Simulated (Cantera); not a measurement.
PbS + H2 (hydrogen reduction and annealing atmospheres)

Charge: 1 mol PbS, 1400 mol H2, held at 9.20 mbar.

Equilibrium computed with Cantera from the NASA thermochemical tables; the gas is ideal and each condensed phase is pure. Candidate condensed phases: Pb, PbS, S; 10 gas species. Kinetics and transport are ignored.

| T (°C) | x H2 | x H2S | x Pb | x PbS | x H | x SH | n Pb(l) |
|---|---|---|---|---|---|---|---|
| 502 | 0.999 | 0.000712 | 2.70e-6 | 2.37e-6 | 1.03e-11 | 1.45e-10 | 0.993 |
| 552 | 0.999 | 0.000705 | 1.56e-5 | 9.32e-6 | 8.27e-11 | 6.72e-10 | 0.965 |
| 602 | 0.999 | 0.000684 | 7.33e-5 | 3.06e-5 | 5.23e-10 | 2.56e-9 | 0.854 |
| 652 | 0.999 | 0.000630 | 0.000290 | 8.37e-5 | 2.71e-9 | 7.98e-9 | 0.476 |
| 702 | 0.999 | 0.000591 | 0.000591 | 0.000123 | 1.19e-8 | 2.24e-8 | 0 |
| 752 | 0.999 | 0.000610 | 0.000610 | 0.000104 | 4.54e-8 | 6.22e-8 | 0 |
| 802 | 0.999 | 0.000625 | 0.000625 | 8.83e-5 | 1.53e-7 | 1.57e-7 | 0 |
| 852 | 0.999 | 0.000638 | 0.000638 | 7.57e-5 | 4.63e-7 | 3.62e-7 | 0 |
| 902 | 0.999 | 0.000647 | 0.000648 | 6.54e-5 | 1.28e-6 | 7.78e-7 | 0 |
| 952 | 0.999 | 0.000655 | 0.000657 | 5.70e-5 | 3.25e-6 | 1.57e-6 | 0 |
| 1002 | 0.999 | 0.000660 | 0.000664 | 5.00e-5 | 7.68e-6 | 2.98e-6 | 0 |
| 1052 | 0.999 | 0.000663 | 0.000670 | 4.41e-5 | 1.70e-5 | 5.38e-6 | 0 |
x: gas mole fraction; n: condensed amount in mol.

From 502 °C to 652 °C the condensed part is Pb(l). From 702 °C to 1052 °C nothing is condensed. The main Pb-bearing gas is Pb throughout.
